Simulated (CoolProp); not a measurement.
Nitrous oxide along the isotherm 66.35 °C: Z from the reference equation and from simpler models built on Tc = 36.4 °C, pc = 72.45 bar, ω = 0.161; each cubic takes its own stable root.

Computed with CoolProp (reference Helmholtz-energy equation of state, Lemmon 2006). It is a short technical equation, of lower accuracy than the large ones.

| p (bar) | phase | reference | van der Waals | Redlich-Kwong | Soave-Redlich-Kwong | Peng-Robinson |
|---|---|---|---|---|---|---|
| 0.344 | gas | 0.9988 | 0.9989 | 0.9988 | 0.9988 | 0.9986 |
| 0.782 | gas | 0.9972 | 0.9974 | 0.9972 | 0.9973 | 0.9969 |
| 1.78 | gas | 0.9937 | 0.9942 | 0.9936 | 0.9938 | 0.9929 |
| 4.05 | gas | 0.9855 | 0.9866 | 0.9853 | 0.9858 | 0.9839 |
| 9.22 | gas | 0.9667 | 0.9691 | 0.9663 | 0.9674 | 0.9630 |
| 21 | gas | 0.9224 | 0.9273 | 0.9213 | 0.9240 | 0.9143 |
| 47.8 | gas | 0.8117 | 0.8185 | 0.8089 | 0.8166 | 0.7960 |
| 109 | supercritical | 0.4728 | 0.4392 | 0.4732 | 0.5126 | 0.4823 |
